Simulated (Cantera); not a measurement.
A perfectly stirred reactor is fed with CH₃OH : O₂ : N₂ = 1 : 2.59 : 9.72 (molar parts), equivalence ratio 0.58, at 5.33 atm; it is adiabatic with a 523 K inlet, and is followed from long to short residence time, starting on the burning branch (τ in s: 0.02, 0.0097, 0.0046, 0.0022, 0.0011, 0.00051, 0.00025, 0.00012, 5.6e-05).

Computed with Cantera and GRI-Mech 3.0 (53 species, 325 reactions). GRI-Mech 3.0 was tuned for natural gas; its chemistry of methanol as a main component is partial and can be far from experiment.

Predict: blow-out, bracketed by the residence times tried; x(CH₃OH) at τ = 20.0 ms; x(O₂) at τ = 20.0 ms; x(H₂O₂) at τ = 20.0 ms; x(H₂O) at τ = 20.0 ms; x(NO) at τ = 20.0 ms; x(CH₃OH) at τ = 1.10 ms; x(O₂) at τ = 1.10 ms; x(H₂O₂) at τ = 1.10 ms; x(H₂O) at τ = 1.10 ms; x(NO) at τ = 1.10 ms.


| Property | Result |
|---|---|
| blow-out, bracketed by the residence times tried | burning at 0.120 ms, out at 56.0 µs |
| x(CH₃OH) at τ = 20.0 ms | 4.90e-6 |
| x(O₂) at τ = 20.0 ms | 0.0788 |
| x(H₂O₂) at τ = 20.0 ms | 2.08e-7 |
| x(H₂O) at τ = 20.0 ms | 0.144 |
| x(NO) at τ = 20.0 ms | 1.48e-5 |
| x(CH₃OH) at τ = 1.10 ms | 3.96e-5 |
| x(O₂) at τ = 1.10 ms | 0.0798 |
| x(H₂O₂) at τ = 1.10 ms | 6.87e-7 |
| x(H₂O) at τ = 1.10 ms | 0.143 |
| x(NO) at τ = 1.10 ms | 7.48e-6 |
